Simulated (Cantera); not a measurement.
A perfectly stirred reactor is fed with CO : H2 : CH4 : O2 : N2 : H2O = 1 : 0.14 : 0.088 : 0.439 : 1.65 : 0.13 (molar parts), at 1.01 bar; it is adiabatic with a 525 K inlet, and is followed from long to short residence time, starting on the burning branch (τ in s: 0.19, 0.075, 0.03, 0.012, 0.0049, 0.002, 0.00079, 0.00032, 0.00013, 5.1e-05).

Model: GRI-Mech 3.0 (53 species, 325 reactions), integrated in Cantera.

x: mole fraction; the columns are a selection and need not sum to one.

```
τ (s)    T (K)   x CO    x H2     x CH4      x NO     x OH  x CO2
-------  -----  -----  ------  --------  --------  -------  -----
0.19      2240  0.171  0.0217   1.15e-6  0.000257        ?  0.170
0.075     2230  0.171  0.0218   1.82e-6  0.000277        ?  0.169
0.030     2213  0.172  0.0219   2.78e-6  0.000277        ?  0.169
0.012     2186  0.172  0.0221   4.36e-6  0.000246        ?  0.167
0.0049    2143  0.173  0.0225   7.15e-6  0.000189        ?  0.165
0.0020    2079  0.175  0.0232   1.26e-5  0.000129        ?  0.161
0.00079   1988  0.177  0.0241   2.47e-5   8.23e-5  0.00685  0.157
0.00032   1876  0.180  0.0248   5.35e-5   5.33e-5  0.00719  0.151
0.00013   1745  0.185  0.0247  0.000136   3.18e-5  0.00679  0.142
5.1e-5    1572  0.207  0.0227  0.000529   1.19e-5        ?  0.116
```

Question: Some entries are withheld; supply them.

Answer: 
- 0.19, x OH: 0.00140
- 0.075, x OH: 0.00187
- 0.030, x OH: 0.00258
- 0.012, x OH: 0.00356
- 0.0049, x OH: 0.00472
- 0.0020, x OH: 0.00590
- 5.1e-5, x OH: 0.00530
